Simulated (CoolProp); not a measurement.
Vapour-liquid equilibrium of n-hexane (1) + m-xylene (2) at 344.9 K; x and y are mole fractions of (1).

The numbers come from the multi-fluid Helmholtz-energy mixture model, Thol 2019 and Zhou 2012; pair parameters Bell 2016 in CoolProp.

| x | bubble pressure, mixture model (bar) | bubble pressure, Raoult's law (bar) | y, mixture model | y, Raoult's law |
|---|---|---|---|---|
| 0.05 | 0.1631 | 0.1591 | 0.364 | 0.350 |
| 0.125 | 0.2534 | 0.2344 | 0.622 | 0.594 |
| 0.2 | 0.3492 | 0.3098 | 0.749 | 0.719 |
| 0.275 | 0.4451 | 0.3851 | 0.821 | 0.795 |
| 0.35 | 0.5369 | 0.4605 | 0.866 | 0.846 |
| 0.425 | 0.6218 | 0.5358 | 0.896 | 0.883 |
| 0.5 | 0.6987 | 0.6112 | 0.917 | 0.911 |
| 0.575 | 0.7680 | 0.6865 | 0.933 | 0.933 |
| 0.65 | 0.8309 | 0.7619 | 0.946 | 0.950 |
| 0.725 | 0.8896 | 0.8372 | 0.957 | 0.964 |
| 0.8 | 0.9468 | 0.9126 | 0.968 | 0.976 |
| 0.875 | 1.005 | 0.9879 | 0.979 | 0.986 |
| 0.95 | 1.068 | 1.063 | 0.991 | 0.995 |

The largest gap from Raoult's law is +16.6 % in bubble pressure, at x = 0.35. No azeotrope shows between x = 0.05 and 0.95.

The pair parameters rest on a limited set of measurements; away from them the model extrapolates.
